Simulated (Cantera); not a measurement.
An adiabatic, constant-volume homogeneous reactor starts with CH4 : O2 : N2 = 1 : 2 : 7.52 (molar parts), at 1600 K and 760 Torr. Integrator tolerance rtol = 1e-08.

Model: GRI-Mech 3.0 (53 species, 325 reactions), integrated in Cantera.

What does this change do: 0.026 parts H2 added?


| quantity | before | after |
|---|---|---|
| time of steepest temperature rise | 0.442 ms | 0.402 ms |
| temperature at 3.00 s | 2927 K | 2929 K |
| equilibrium temperature | 2927 K | 2929 K |
| x(CH4) at 3.00 s | <1e-12 (gas-phase equilibrium <1e-12) | <1e-12 (gas-phase equilibrium <1e-12) |
| x(O2) at 3.00 s | 0.0220 (gas-phase equilibrium 0.0220) | 0.0215 (gas-phase equilibrium 0.0215) |
| x(H2O) at 3.00 s | 0.137 (gas-phase equilibrium 0.137) | 0.138 (gas-phase equilibrium 0.138) |
| x(HCN) at 3.00 s | 4.16e-9 (gas-phase equilibrium 4.16e-9) | 4.33e-9 (gas-phase equilibrium 4.33e-9) |
| x(C2H) at 3.00 s | <1e-12 (gas-phase equilibrium <1e-12) | <1e-12 (gas-phase equilibrium <1e-12) |
| x(NO2) at 3.00 s | 3.60e-6 (gas-phase equilibrium 3.60e-6) | 3.52e-6 (gas-phase equilibrium 3.52e-6) |

What does this change do: CH4 1 to 0.57 parts?


| quantity | before | after |
|---|---|---|
| time of steepest temperature rise | 0.442 ms | 0.395 ms |
| temperature at 3.00 s | 2927 K | 2697 K |
| equilibrium temperature | 2927 K | 2697 K |
| x(CH4) at 3.00 s | <1e-12 (gas-phase equilibrium <1e-12) | <1e-12 (gas-phase equilibrium <1e-12) |
| x(O2) at 3.00 s | 0.0220 (gas-phase equilibrium 0.0220) | 0.0751 (gas-phase equilibrium 0.0751) |
| x(H2O) at 3.00 s | 0.137 (gas-phase equilibrium 0.137) | 0.0972 (gas-phase equilibrium 0.0972) |
| x(HCN) at 3.00 s | 4.16e-9 (gas-phase equilibrium 4.16e-9) | 9.05e-11 (gas-phase equilibrium 9.05e-11) |
| x(C2H) at 3.00 s | <1e-12 (gas-phase equilibrium <1e-12) | <1e-12 (gas-phase equilibrium <1e-12) |
| x(NO2) at 3.00 s | 3.60e-6 (gas-phase equilibrium 3.60e-6) | 1.05e-5 (gas-phase equilibrium 1.05e-5) |
